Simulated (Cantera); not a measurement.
What does this Cantera script print?

```python
import numpy as np
import cantera as ct

gas_names = """
    Fe FeO Fe(OH)2 H HO2 H2 H2O H2O2 H2S H2SO4 O OH O2 O3 S SH SO SO2 SO3 S2 S2O S8
""".split()
cond_names = """
    Fe(a) Fe(c) Fe(d) Fe(L) FeO(s) FeO(L) Fe(OH)2(s) Fe(OH)3(s) FeS(a) FeS(b) FeS(c) FeS(L) FeSO4(s)
    FeS2(s) Fe2O3(s) Fe2S3O12(s) Fe3O4(s) H2O(s) H2O(L) H2SO4(L) S(cr1) S(cr2) S(L)
""".split()


# ... load() reads the species with a 1 bar reference pressure and builds the phases ...
atoms = {
    'FeS': {'Fe': 1, 'S': 1},
    'SO2': {'S': 1, 'O': 2},
    'H2O': {'H': 2, 'O': 1},
}
top_T = {'FeSO4(s)': 950, 'FeS2(s)': 1010, 'Fe2O3(s)': 1830, 'Fe2S3O12(s)': 1100, 'Fe3O4(s)': 1870}  # K; cautious upper limits of use, not melting points


# ... equilibrate(T, P, feed) seeds the gas with the atoms and calls Mixture.equilibrate('TP', solver="vcs", rtol=1e-11, max_steps=5000) ...
results = []
T = 700  # K
P = 4800  # Pa
for m in [0.21, 0.26, 0.33, 0.41, 0.5, 0.62, 0.78, 0.96, 1.2, 1.5, 1.8, 2.3]:
    feed = {'FeS': 1, 'SO2': m, 'H2O': 2.4}  # mol
    mix = equilibrate(T, P, feed)
    results.append((T, P, feed, dict(zip(mix.species_names, mix.species_moles))))

top = {s: max(r[3][s] / sum(r[3][g] for g in gas_names) for r in results) for s in gas_names}
cols = sorted((s for s in top if top[s] > 0.0001), key=lambda s: -top[s])[:6]
seen = [c for c in cond_names if any(r[3].get(c, 0) > 1e-12 for r in results)]
print("log10 of partial pressures in bar; condensed amounts in mol")
print(f"{'n(SO2)':>10s}" + "".join(f"{s[:9]:>10s}" for s in cols + seen))
for T, P, feed, n in results:
    ng = sum(n[g] for g in gas_names)
    print(f"{feed['SO2']:10.4g}" + "".join(f"{np.log10(max(n[s] / ng * P / 1e5, 1e-99)):10.3f}" for s in cols)
          + "".join(f"{n.get(c, 0):10.4g}" for c in seen))
```

Result:

```
log10 of partial pressures in bar; condensed amounts in mol
    n(SO2)       H2O       SO2       H2S        H2        S2    FeS(c)   FeS2(s)  Fe3O4(s)
      0.21    -1.322    -5.255    -3.547    -4.350    -6.652    0.1507    0.5224     0.109
      0.26    -1.323    -3.648    -3.749    -4.954    -5.849         0    0.6198    0.1267
      0.33    -1.335    -2.806    -3.866    -5.282    -5.427         0    0.6208    0.1264
      0.41    -1.348    -2.521    -3.915    -5.402    -5.285         0    0.6211    0.1263
       0.5    -1.363    -2.343    -3.952    -5.484    -5.196         0    0.6212    0.1263
      0.62    -1.382    -2.193    -3.990    -5.559    -5.121         0    0.6213    0.1262
      0.78    -1.407    -2.061    -4.031    -5.633    -5.055         0    0.6213    0.1262
      0.96    -1.432    -1.960    -4.070    -5.697    -5.005         0    0.6213    0.1262
       1.2    -1.465    -1.866    -4.114    -5.764    -4.957         0    0.6213    0.1262
       1.5    -1.502    -1.784    -4.161    -5.832    -4.917         0    0.6213    0.1262
       1.8    -1.536    -1.725    -4.203    -5.889    -4.887         0    0.6212    0.1263
       2.3    -1.588    -1.656    -4.263    -5.966    -4.852         0     0.621    0.1263
```

Method: chemical equilibrium by Gibbs-energy minimisation in Cantera with the NASA 1993 tables (ideal gas, pure condensed phases). FeS: taken at fixed stoichiometry. Gases not in the tables: S3 to S7.
